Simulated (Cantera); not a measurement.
Feed: 1 mol SiH4, 79 mol N2, equilibrated at 1330 Pa.

Cantera equilibrium calculation (NASA polynomials, part measured and part estimated; ideal gas, pure solids and liquids). Candidate condensed phases: Si, Si3N4; 18 gas species. N2 is the only nitrogen source here; it is nearly inert below about 1500 K, so the nitride shown seldom forms there in practice. Rates play no part.

Q: Which condensed phases are stable at each of these points (T (K)): 800, 900, 1000, 1100, 1200, 1300, 1400, 1500, 1600, 1700, 1800, 1900?

A: 
```tsv
T (K)	condensed phases	Si condensed (%)
800	Si3N4(s)	100.0
900	Si3N4(s)	100.0
1000	Si3N4(s)	100.0
1100	Si3N4(s)	100.0
1200	Si3N4(s)	100.0
1300	Si3N4(s)	100.0
1400	Si3N4(s)	100.0
1500	Si3N4(s)	100.0
1600	Si3N4(s)	100.0
1700	Si3N4(s)	99.9
1800	Si3N4(s)	98.2
1900	Si(l)	90.9
```

From 800 K to 1800 K the condensed part is Si3N4(s). At 1900 K the condensed part is Si(l).
